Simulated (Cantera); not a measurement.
Input: 1 mol MgO, 4.4 mol SO₂, 5.3 mol O₂, equilibrated at 1575 K and 13.0 bar.

Cantera equilibrium calculation (NASA polynomials, part measured and part estimated; ideal gas, pure solids and liquids). Candidate condensed phases: Mg, MgO, MgS, MgSO₄, S; 14 gas species. The numbers say what is thermodynamically allowed, not how fast it happens.

Base state: O₂ 0.540, SO₂ 0.431, SO₃ 0.0296 (mole fractions); condensed: MgO(s).

Question: What changes in the equilibrium state with this change: temperature from 1575 K to 1725 K?

Answer: 
| species | before | after |
|---|---|---|
| O₂ | 0.540 | 0.543 |
| SO₂ | 0.431 | 0.441 |
| SO₃ | 0.0296 | 0.0162 |
| O | 2.18e-6 | 1.19e-5 |
| MgO(s), mol | 1.00 | 1.00 |
